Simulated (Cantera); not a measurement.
Charge: 1 mol Si, 1.5 mol Br2, 56 mol H2, held at 623 K and 0.140 bar.

Method: chemical equilibrium by Gibbs-energy minimisation in Cantera with the NASA 1993 tables (ideal gas, pure condensed phases). Candidate condensed phases: Br2, Si; 19 gas species. Equilibrium is a limit: real reactors are often held back by kinetics, nucleation or transport.

Base state: H2 0.986, SiBr4 0.0120, SiHBr3 0.00148, HBr 0.000190, SiH2Br2 8.40e-5 (mole fractions); condensed: Si(s).

### Question
What changes in the equilibrium state with this change: Br2 from 1.5 to 1.9 mol?

### Answer
| species | before | after |
|---|---|---|
| H2 | 0.986 | 0.983 |
| SiBr4 | 0.0120 | 0.0153 |
| SiHBr3 | 0.00148 | 0.00177 |
| SiH2Br2 | 8.40e-5 | 9.43e-5 |
| HBr | 0.000190 | 0.000201 |
| Si(s), mol | 0.229 | 0.0249 |

### Question
What changes in the equilibrium state with this change: pressure from 0.140 bar to 13.3 mbar?

### Answer
```tsv
species	before	after
H2	0.986	0.986
SiBr4	0.0120	0.0125
SiHBr3	0.00148	0.000846
HBr	0.000190	0.000345
SiH2Br2	8.40e-5	2.64e-5
Si(s), mol	0.229	0.242
```
